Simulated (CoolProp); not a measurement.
A single-stage vapour-compression cycle with isohexane: evaporating at 279.15 K (dew point), condensing at 344.15 K (bubble point), superheat 0 K, subcooling 2 K, compressor efficiency 0.6, no pressure losses. Each further row changes one setting.

The numbers come from the reference Helmholtz-energy equation of state, Lemmon 2006 in CoolProp. It is a short technical equation, of lower accuracy than the large ones.

| case | cooling COP | pressure ratio | discharge temperature (K) | refrigerating effect (kJ/kg) | volumetric capacity (kJ/m³) |
|---|---|---|---|---|---|
| as stated | 1.89 | 11.7 | 348.3 | 215 | 97.2 |
| evaporating temperature 284.15 K | 2.15 | 9.23 | 347.0 | 222 | 126 |
| condensing temperature 339.15 K | 2.13 | 10.1 | 344.2 | 227 | 103 |
| subcooling 7 K | 2.00 | 11.7 | 348.3 | 227 | 103 |
| superheat 10 K | 1.94 | 11.7 | 359.2 | 230 | 101 |
| compressor efficiency 0.5 | 1.58 | 11.7 | 359.8 | 215 | 97.2 |
